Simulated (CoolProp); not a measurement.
Vinyl chloride along the isobar 5.28 MPa: density (kg/m³) from the reference equation and from simpler models built on Tc = 425.0 K, pc = 5.600 MPa, ω = 0.160; each cubic takes its own stable root.

Values from CoolProp's reference Helmholtz-energy equation of state, Thol 2022.

```json
[
 {"T (K)": "331.1", "phase": "liquid", "reference": "847.3"},
 {"T (K)": "338.7", "phase": "liquid", "reference": "831.9"},
 {"T (K)": "346.3", "phase": "liquid", "reference": "815.8"},
 {"T (K)": "353.9", "phase": "liquid", "reference": "799.0"},
 {"T (K)": "361.5", "phase": "liquid", "reference": "781.4"},
 {"T (K)": "369.1", "phase": "liquid", "reference": "762.6"},
 {"T (K)": "376.7", "phase": "liquid", "reference": "742.4"},
 {"T (K)": "384.4", "phase": "liquid", "reference": "719.9"},
 {"T (K)": "392", "phase": "liquid", "reference": "695.0"},
 {"T (K)": "399.6", "phase": "liquid", "reference": "666.1"},
 {"T (K)": "407.2", "phase": "liquid", "reference": "630.5"},
 {"T (K)": "414.8", "phase": "liquid", "reference": "581.2"},
 {"T (K)": "430", "phase": "gas", "reference": "168.4"}
]
```

Question: How far does each simpler model (van der Waals, Redlich-Kwong, Peng-Robinson) lie from the reference over these 13 states: mean and median of the absolute difference, and the worst?

Answer: 
- van der Waals: mean 33.6 %, median 35.7 %, worst -37.0 % at 414.8 K and 5.28 MPa
- Redlich-Kwong: mean 12.4 %, median 12.2 %, worst -20.1 % at 414.8 K and 5.28 MPa
- Peng-Robinson: mean 3.4 %, median 3.4 %, worst -8.6 % at 414.8 K and 5.28 MPa
